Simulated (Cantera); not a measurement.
Input: 1 mol Ti, 0.092 mol O2, 42 mol CO, at 2023 K and 1 atm.

Cantera equilibrium calculation (NASA polynomials, part measured and part estimated; ideal gas, pure solids and liquids). Candidate condensed phases: C, Ti, TiC, TiO, TiO2, Ti2O3, Ti3O5, Ti4O7; 15 gas species. Mutual solubility and eutectic melting of coexisting phases are not modelled. TiC: taken at fixed stoichiometry. Equilibrium is a limit: real reactors are often held back by kinetics, nucleation or transport.

Base state: CO 1.000, CO2 0.000239 (mole fractions); condensed: TiC(s) + Ti2O3(s).

Task: What changes in the equilibrium state with this change: Ti replaced by Cu?

Result: 
```csv
species,before,after
CO,1.000,0.990
Cu,0,0.00525
CO2,0.000239,0.00436
Cu2,0,2.34e-5
"TiC(s), mol",0.530,0
"Ti2O3(s), mol",0.235,0
"Cu(l), mol",0,0.776
```
Further candidate phases: Cu, CuO, Cu2O.

Task: What changes in the equilibrium state with this change: pressure from 1 atm to 0.750 Torr?

Result: 
```json
[
 {"species": "CO", "before": "1.000", "after": "0.998"},
 {"species": "TiO", "before": "5.66e-7", "after": "0.00103"},
 {"species": "Ti", "before": "1.20e-8", "after": "0.000519"},
 {"species": "CO2", "before": "0.000239", "after": "1.00e-5"},
 {"species": "TiC(s), mol", "before": "0.530", "after": "0.397"},
 {"species": "Ti2O3(s), mol", "before": "0.235", "after": "0"},
 {"species": "TiO(l), mol", "before": "0", "after": "0.538"}
]
```
TiC, TiO: taken at fixed stoichiometry. Condensed phases not in the tables: solid solutions among these carbides, nitrides and lower oxides.

Task: What changes in the equilibrium state with this change: temperature from 2023 K to 1448.15 K?

Result: 
```csv
species,before,after
CO,1.000,0.999
CO2,0.000239,0.00108
"TiC(s), mol",0.530,0
"Ti2O3(s), mol",0.235,0
"C(graphite), mol",0,1.53
"Ti3O5(s), mol",0,0.333
```
